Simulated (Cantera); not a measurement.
A closed system holds: 1 mol SiH4, 2.1 mol O2, held at 673 K and 10.0 mbar.

Cantera equilibrium calculation (NASA polynomials, part measured and part estimated; ideal gas, pure solids and liquids). Candidate condensed phases: H2O, Si, SiO2; 18 gas species. Rates play no part.

Base state: H2O 0.952, O2 0.0476 (mole fractions); condensed: SiO2(α-quartz).

Q: What changes in the equilibrium state with this change: 0.92 mol CH4 added?

A: 
```
species              before   after
-------------------  ------  ------
H2                    <1e-9   0.580
H2O                   0.952   0.208
CO2                       0   0.134
O2                   0.0476   <1e-9
CH4                       0  0.0474
CO                        0  0.0305
SiO2(α-quartz), mol    1.00    1.00
```
Further candidate phases: C, C6H6, C7H8, C8H18, SiC.
